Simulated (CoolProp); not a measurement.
A single-stage vapour-compression cycle with propyne: evaporating at 283.15 K (dew point), condensing at 343.15 K (bubble point), superheat 2 K, subcooling 2 K, compressor efficiency 0.6, no pressure losses. Each further row changes one setting.

Model: reference Helmholtz-energy equation of state, Polt 1992, in CoolProp. This equation is an older, rougher fit; its heat capacities, sound speeds and derivatives of the liquid may be far off and weren't checked against measurements.

| case | cooling COP | pressure ratio | discharge temperature (K) | refrigerating effect (kJ/kg) | volumetric capacity (kJ/m³) |
|---|---|---|---|---|---|
| as stated | 2.21 | 4.90 | 391.8 | 342 | 2320 |
| evaporating temperature 288.15 K | ___ | ___ | 386.8 | 348 | 2730 |
| condensing temperature 338.15 K | ___ | ___ | ___ | 357 | 2420 |
| subcooling 7 K | ___ | 4.90 | 391.8 | 357 | 2420 |
| superheat 12 K | 2.21 | 4.90 | 403.6 | ___ | 2320 |
| compressor efficiency 0.5 | 1.84 | 4.90 | 406.8 | 342 | 2320 |

Q: Fill in the missing entries.

A: 
- evaporating temperature 288.15 K, cooling COP: 2.50
- evaporating temperature 288.15 K, pressure ratio: 4.19
- condensing temperature 338.15 K, cooling COP: 2.48
- condensing temperature 338.15 K, pressure ratio: 4.38
- condensing temperature 338.15 K, discharge temperature (K): 384.1
- subcooling 7 K, cooling COP: 2.30
- superheat 12 K, refrigerating effect (kJ/kg): 359
